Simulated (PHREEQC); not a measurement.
# Ultrapure water in contact with air or piping: an equilibrium model

Synthetic water in mg/L, 25 °C, pH 5.75, pe 11.1:

```csv
constituent,mg/L
Na,0.0071
K,0.00411
Ca,0.0526
Mg,0.0137
Cl,0.0872
S(6) as SO4,0.00779
Alkalinity as HCO3,0.0891
Ni,0.000259
F,5.04e-05
Br,7.23e-05
Li,1.14e-05
```

Valence states are taken as typed.

Equilibrium calculation in PHREEQC: ion-association model, wateq4f.dat.

Precipitation was switched off in this run.

Predict the ionic strength.

ionic strength 7.88e-6 mol/kgw.

In which forms is C present?

CO2 80 %, HCO3- 20 % of the C.
